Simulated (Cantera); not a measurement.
Premixed flame

A freely propagating, adiabatic, planar premixed flame of H₂ : O₂ : N₂ : H₂O = 1 : 0.926 : 3.15 : 0.37 (molar parts), unburnt at 500 K and 97.5 Torr; multicomponent+Soret transport, grid criteria slope 0.08 and curve 0.16, no radiation.

Model: the H2/O2 subset of GRI-Mech 3.0, which has no nitrogen chemistry, integrated in Cantera. Burning velocities carry a grid error of a few per cent, more on coarse grids. Lean hydrogen flames are cellular in practice and burn faster than this planar one.

```
z (mm)  T (K)  u (m/s)     x H₂    x O₂   x H₂O      x OH   x H₂O₂       x O
------  -----  -------  -------  ------  ------  --------  -------  --------
-15.2     500     2.36    0.184   0.170  0.0679     <1e-8    <1e-8     <1e-8
-10.1     500     2.36    0.184   0.170  0.0679     <1e-8    <1e-8     <1e-8
-7.61     500     2.36    0.184   0.170  0.0679     <1e-8    <1e-8     <1e-8
-5.07     500     2.36    0.183   0.170  0.0680     <1e-8    <1e-8     <1e-8
-2.54     518     2.41    0.170   0.172  0.0701   4.21e-5  5.81e-6   6.10e-6
-1.27     688     3.13    0.138   0.169  0.0880  0.000414  6.69e-6  0.000158
0        1010     4.50   0.0749   0.142   0.149   0.00166  1.29e-6   0.00343
1.27     1251     5.54   0.0253   0.104   0.214   0.00509  1.69e-6   0.00936
2.54     1375     6.07   0.0148  0.0931   0.233   0.00713  1.30e-6    0.0107
5.07     1501     6.58   0.0120  0.0893   0.243   0.00870  7.29e-7   0.00934
10.1     1618     7.05  0.00916  0.0872   0.252   0.00931  3.69e-7   0.00689
20.3     1712     7.41  0.00581  0.0861   0.260   0.00859  1.95e-7   0.00425
40.6     1776     7.65  0.00302  0.0858   0.267   0.00679  1.10e-7   0.00217
```
x: mole fraction of selected species; z is measured from the peak of heat release.

| Quantity | Value |
|---|---|
| laminar burning velocity | 236 cm/s |
| thermal thickness | 5.07 mm |
| peak x(OH) | 0.00931 |
| peak x(H₂O₂) | 9.00e-6 |
| peak x(O) | 0.0107 |
| grid points | 113 |
